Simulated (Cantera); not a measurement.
**Equilibrium for aluminium and copper etching: Cu + HF + H₂**

Charge: 1 mol Cu, 2.6 mol HF, 0.28 mol H₂, held at 725 K and 100000 Pa.

Cantera equilibrium calculation (NASA polynomials, part measured and part estimated; ideal gas, pure solids and liquids). Candidate condensed phases: Cu, CuF₂; 15 gas species. Equilibrium is a limit: real reactors are often held back by kinetics, nucleation or transport.

```json
{
  "x(HF)": "0.903",
  "x(H₂)": "0.0972",
  "x(H₂F₂)": "0.000123",
  "n(Cu(s))": "1.00 mol",
  "gas_amount": "2.880 mol",
  "log10 activity of CuF₂(s) (absent)": "-8.25"
}
```
